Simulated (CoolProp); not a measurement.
Saturation properties of cis-2-butene.

Values from CoolProp's reference Helmholtz-energy equation of state, Lemmon 2005. It is a short technical equation, of lower accuracy than the large ones.

| T (°C) | p (bar) | vapour density (kg/m³) | liquid cp (kJ/(kg K)) | surface tension (mN/m) |
|---|---|---|---|---|
| -74.85 | 0.01189 | 0.04054 | 1.983 | 27.7 |
| -55.15 | 0.05173 | 0.1610 | 2.006 | 24.9 |
| -35.35 | 0.1707 | 0.4903 | 2.043 | 22.1 |
| -15.55 | 0.4554 | ___ | 2.095 | 19.4 |
| 4.15 | 1.030 | 2.614 | 2.160 | 16.7 |
| 23.95 | 2.065 | ___ | 2.241 | 14.2 |
| 43.65 | ___ | 8.849 | 2.337 | 11.7 |
| 63.45 | 6.311 | 14.70 | 2.456 | 9.33 |
| 83.25 | 9.994 | 23.40 | 2.607 | 7.07 |

Question: Fill in the missing entries.

Answer: 
- -15.55, vapour density (kg/m³): 1.222
- 23.95, vapour density (kg/m³): 5.022
- 43.65, p (bar): 3.746

It boils at 3.7 °C under 1 atm.

Surface tension comes from a separate correlation (Mulero 2014).
